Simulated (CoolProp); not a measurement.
C3F8 (R218) along the isobar 3270 kPa: Z from the reference equation and from simpler models built on Tc = 71.9 °C, pc = 2640 kPa, ω = 0.317; each cubic takes its own stable root.

Computed with CoolProp (reference Helmholtz-energy equation of state, Lemmon 2006). It is a short technical equation, of lower accuracy than the large ones.

| T (°C) | phase | reference | van der Waals | Peng-Robinson |
|---|---|---|---|---|
| -50.65 | liquid | 0.1982 | 0.3120 | 0.1843 |
| -32.95 | liquid | 0.1910 | 0.2989 | 0.1774 |
| -15.15 | liquid | 0.1858 | 0.2892 | ___ |
| 2.65 | liquid | 0.1827 | 0.2827 | 0.1712 |
| 20.35 | liquid | 0.1820 | ___ | 0.1728 |
| 38.15 | liquid | 0.1847 | ___ | 0.1793 |
| 55.85 | liquid | 0.1936 | 0.2901 | 0.1954 |
| 73.65 | supercritical | 0.2250 | ___ | ___ |
| 91.45 | supercritical | 0.4941 | 0.4254 | ___ |
| 109.15 | supercritical | 0.6380 | 0.5878 | 0.6265 |
| 126.95 | supercritical | ___ | 0.6682 | 0.7058 |
| 144.65 | supercritical | 0.7755 | 0.7215 | 0.7615 |

Task: Fill in the missing entries.

Result: 
- -15.15, Peng-Robinson: 0.1729
- 20.35, van der Waals: 0.2798
- 38.15, van der Waals: 0.2814
- 73.65, van der Waals: 0.3150
- 73.65, Peng-Robinson: 0.2449
- 91.45, Peng-Robinson: 0.4917
- 126.95, reference: 0.7196
